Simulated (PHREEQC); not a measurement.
Make-up at 25 °C: 5.2 mmol/kgw CuSO4, 18 mmol/kgw HCl and 6.5 mmol/kgw Na2SO4. Closed to the air; pH follows from the charge balance.

The numbers come from PHREEQC with the ion-association model, phreeqc.dat.

```csv
quantity,before,after
pH,1.92,1.86
ionic strength (mol/kgw),0.0448,0.0319
SO4-2 (mol/kgw),0.00621,0.00249
HSO4- (mol/kgw),0.00413,0.00207
Cu+2 (mol/kgw),0.00394,0.00445
CuSO4 (mol/kgw),0.00117,0.000631
```

**Question.** Which change was made?
A. 0.0036 mol/kgw LiF added
B. Na2SO4 left out
C. temperature from 25 to 30 °C
D. 0.00025 mol/kgw Al(NO3)3 added
E. diluted 2-fold with water

**Answer.** B, Na2SO4 left out

This is a speciation only: nothing precipitates in the calculation.
